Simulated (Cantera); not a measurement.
Ammonia decomposition in nitride growth gas

An isothermal, constant-pressure homogeneous reactor starts with NH3 : N2 = 1 : 0.44 (molar parts), at 1900 K and 1.01 bar.

Cantera simulation using the gas-phase N/H chemistry of the illustrative SiF4/NH3 mechanism in the Surface Chemkin manual (1991); the numbers are that mechanism's predictions, not measurements. Walls and surfaces, which speed up NH3 decomposition in real reactors, are not modelled.

```csv
t (s),x NH3,x N2H2,x N2H4,x NH,x N,x H2
4.00e-6,0.694,8.54e-10,3.56e-10,1.93e-9,<1e-12,9.28e-6
1.33e-5,0.694,1.52e-8,4.22e-9,3.49e-8,1.47e-11,3.14e-5
4.42e-5,0.694,2.16e-7,4.59e-8,4.66e-7,4.37e-10,0.000109
0.000147,0.693,1.83e-6,3.25e-7,2.41e-6,2.77e-9,0.000515
0.000488,0.691,3.13e-6,5.29e-7,3.59e-6,1.00e-8,0.00286
0.00162,0.681,3.06e-6,4.97e-7,3.99e-6,3.07e-8,0.0111
0.00538,0.652,2.83e-6,4.26e-7,4.76e-6,8.81e-8,0.0372
0.0179,0.567,2.25e-6,3.16e-7,5.46e-6,1.80e-7,0.113
0.0594,0.376,1.23e-6,1.71e-7,5.27e-6,2.50e-7,0.281
0.198,0.134,3.07e-7,4.00e-8,3.71e-6,2.63e-7,0.495
0.656,0.0183,1.87e-8,1.90e-9,1.33e-6,1.56e-7,0.598
2.18,0.00227,4.93e-10,4.39e-11,2.49e-7,3.60e-8,0.612
7.25,0.000506,2.61e-11,2.27e-12,5.76e-8,8.48e-9,0.614
24.1,0.000140,2.34e-12,<1e-12,1.60e-8,2.36e-9,0.614
80.0,4.16e-5,<1e-12,<1e-12,4.74e-9,6.99e-10,0.614
```
x: mole fraction; the columns are a selection and need not sum to one.

Equilibrium at this temperature and pressure: NH3 7.21e-6, N2H2 <1e-12, N2H4 <1e-12, NH 8.23e-10, N 1.21e-10, H2 0.614 (gas phase only).
